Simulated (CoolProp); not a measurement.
Vapour-liquid equilibrium of R125 (1) + R152A (2) at 205.6 K; x and y are mole fractions of (1).

Values from CoolProp's multi-fluid Helmholtz-energy mixture model, Lemmon 2005 and Outcalt 1996; pair parameters Bell 2016.

| x | bubble pressure, mixture model (bar) | bubble pressure, Raoult's law (bar) | y, mixture model | y, Raoult's law |
|---|---|---|---|---|
| 0.05 | 0.1049 | 0.1038 | ? | 0.169 |
| 0.125 | 0.1242 | 0.1232 | 0.355 | 0.355 |
| 0.2 | 0.1423 | 0.1427 | 0.481 | 0.490 |
| 0.275 | 0.1597 | 0.1621 | 0.578 | 0.594 |
| 0.35 | ? | 0.1815 | ? | 0.675 |
| 0.425 | 0.1947 | 0.2009 | 0.722 | 0.740 |
| 0.5 | 0.2128 | 0.2204 | ? | 0.794 |
| 0.575 | ? | 0.2398 | 0.828 | 0.839 |
| 0.65 | 0.2513 | 0.2592 | 0.871 | 0.877 |
| 0.725 | 0.2717 | 0.2786 | 0.908 | 0.910 |
| 0.8 | 0.2928 | 0.2981 | 0.940 | 0.939 |
| 0.875 | 0.3143 | 0.3175 | ? | 0.964 |
| 0.95 | ? | 0.3369 | ? | 0.987 |

Problem. Complete the blanks.

Solution. 
- 0.05, y, mixture model: 0.175
- 0.35, bubble pressure, mixture model (bar): 0.1771
- 0.35, y, mixture model: 0.656
- 0.5, y, mixture model: 0.779
- 0.575, bubble pressure, mixture model (bar): 0.2317
- 0.875, y, mixture model: 0.966
- 0.95, bubble pressure, mixture model (bar): 0.3358
- 0.95, y, mixture model: 0.988

The largest gap from Raoult's law is -3.4 % in bubble pressure, at x = 0.5. No azeotrope shows between x = 0.05 and 0.95.

The pair parameters rest on a limited set of measurements; away from them the model extrapolates. The gap from Raoult's law changes sign with composition, which may be real or a fault of the pair parameters; it wasn't checked against measurements.
